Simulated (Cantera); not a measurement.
Input: 1 mol Si, 1.9 mol HCl, 8.6 mol H₂, held at 1.00 bar.

These are equilibrium values from Cantera (NASA tables, ideal gas, pure condensed phases), not measurements of a reactor. Candidate condensed phases: Si; 19 gas species. The tables' values for SiCl₃ are old estimates; treat these amounts as uncertain. Equilibrium is a limit: real reactors are often held back by kinetics, nucleation or transport. All values below are at 902 °C.

Base state: H₂ 0.925, HCl 0.0284, SiCl₄ 0.0232, SiHCl₃ 0.0178, SiCl₃ 0.00218, SiCl₂ 0.00199, SiH₂Cl₂ 0.00175, SiH₃Cl 4.68e-5 (mole fractions); condensed: Si(s).

Task: What changes in the equilibrium state with this change: HCl from 1.9 to 4.5 mol?

Result: 
```json
[
 {"species": "H₂", "before": "0.925", "after": "0.852"},
 {"species": "HCl", "before": "0.0284", "after": "0.0653"},
 {"species": "SiCl₄", "before": "0.0232", "after": "0.0600"},
 {"species": "SiHCl₃", "before": "0.0178", "after": "0.0185"},
 {"species": "SiH₃Cl", "before": "4.68e-5", "after": "7.80e-6"},
 {"species": "SiH₂Cl₂", "before": "0.00175", "after": "0.000728"},
 {"species": "SiCl₂", "before": "0.00199", "after": "0.000898"},
 {"species": "Si(s), mol", "before": "0.527", "after": "0"}
]
```
